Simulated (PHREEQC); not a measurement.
Dissolve 0.017 mol/kgw HF, 0.00069 mol/kgw (NH4)2SiF6 and 0.018 mol/kgw H3AsO4 at 25 °C. Closed to the air; pH follows from the charge balance.

Equilibrium calculation in PHREEQC: ion-association model, wateq4f.dat.

Each row changes one thing in this solution. This is a speciation only: nothing precipitates in the calculation.

| case | pH | ionic strength (mol/kgw) | HF (mol/kgw) | H3AsO4 (mol/kgw) | H2AsO4- (mol/kgw) | F- (mol/kgw) | SI of Quartz (SiO2) |
|---|---|---|---|---|---|---|---|
| as made | 2.10 | 0.0109 | 0.0144 | 0.0106 | 0.00739 | 0.00134 | -3.64 |
| H3AsO4 from 0.018 to 0.0198 mol/kgw | 2.07 | 0.0113 | 0.0145 | 0.0119 | 0.00791 | 0.00128 | -3.61 |
| diluted 2-fold with water | 2.28 | 0.00667 | 0.00718 | 0.00439 | 0.00461 | 0.00100 | -2.46 |
| 0.0056 mol/kgw CsCl added | 2.10 | 0.0166 | 0.0144 | 0.0105 | 0.00750 | 0.00137 | -3.67 |
| diluted 100-fold with water | 3.53 | 0.000317 | 6.43e-5 | 9.89e-6 | 0.000170 | 0.000147 | -1.18 |

Species that the database lacks are ignored. wateq4f.dat counts part of the HF as a dimer, H2F2, which phreeqc.dat doesn't know; its constant is uncertain. SiF6-2 is the database's only silicon fluoride.
